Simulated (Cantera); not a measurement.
An isothermal, constant-pressure homogeneous reactor starts with CH4 : H2 : H = 0.018 : 1 : 0.097 (molar parts), at 1348 K and 0.0930 bar. Integrator tolerance rtol = 1e-08.

Computed with Cantera and GRI-Mech 3.0 (53 species, 325 reactions). GRI-Mech 3.0 stops at C3 and has no aromatics, soot or wall deposition, so with more carbon than oxygen in the feed, carbon stays in small species such as C2H2 where larger ones or solid carbon would form.

What does this change do: H2 1 to 0.13 parts?


```tsv
quantity	before	after
x(CH4) at 20.0 s	0.0143 (gas-phase equilibrium 0.0147)	0.0568 (gas-phase equilibrium 0.0540)
x(H2) at 20.0 s	0.984 (gas-phase equilibrium 0.984)	0.927 (gas-phase equilibrium 0.929)
x(H) at 20.0 s	7.69e-6 (gas-phase equilibrium 7.58e-6)	7.14e-6 (gas-phase equilibrium 7.36e-6)
x(C2H) at 20.0 s	5.74e-12 (gas-phase equilibrium 4.79e-12)	7.16e-11 (gas-phase equilibrium 7.96e-11)
x(C2H4) at 20.0 s	0.000156 (gas-phase equilibrium 0.000133)	0.00187 (gas-phase equilibrium 0.00202)
x(CH2) at 20.0 s	1.15e-11 (gas-phase equilibrium 1.15e-11)	4.43e-11 (gas-phase equilibrium 4.47e-11)
```
